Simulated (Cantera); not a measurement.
Charge: 1 mol Si₃N₄, 0.32 mol CO₂, 520 mol H₂, equilibrated at 677 °C.

Equilibrium computed with Cantera from the NASA thermochemical tables; the gas is ideal and each condensed phase is pure. Candidate condensed phases: C, C₆H₆, C₇H₈, C₈H₁₈, H₂O, Si, SiC, SiO₂, Si₂N₂O, Si₃N₄; 151 gas species. The numbers say what is thermodynamically allowed, not how fast it happens.

### Question
Which condensed phases are stable at each of these points (P (Pa)): 0.100, 1.50, 22, 320, 4600, 68000, 1000000?

### Answer
```
P (Pa)                     condensed phases  Si condensed (%)
-------  ----------------------------------  ----------------
0.100         SiC(s) + Si₂N₂O(s) + Si₃N₄(s)             100.0
1.50          SiC(s) + Si₂N₂O(s) + Si₃N₄(s)             100.0
22            SiC(s) + Si₂N₂O(s) + Si₃N₄(s)             100.0
320      C(graphite) + Si₂N₂O(s) + Si₃N₄(s)             100.0
4600                   Si₂N₂O(s) + Si₃N₄(s)             100.0
68000                  Si₂N₂O(s) + Si₃N₄(s)             100.0
1000000                Si₂N₂O(s) + Si₃N₄(s)             100.0
```

From 0.100 Pa to 22.0 Pa the condensed part is SiC(s) + Si₂N₂O(s) + Si₃N₄(s). At 3.20 mbar the condensed part is C(graphite) + Si₂N₂O(s) + Si₃N₄(s). From 46.0 mbar to 10.0 bar the condensed part is Si₂N₂O(s) + Si₃N₄(s).
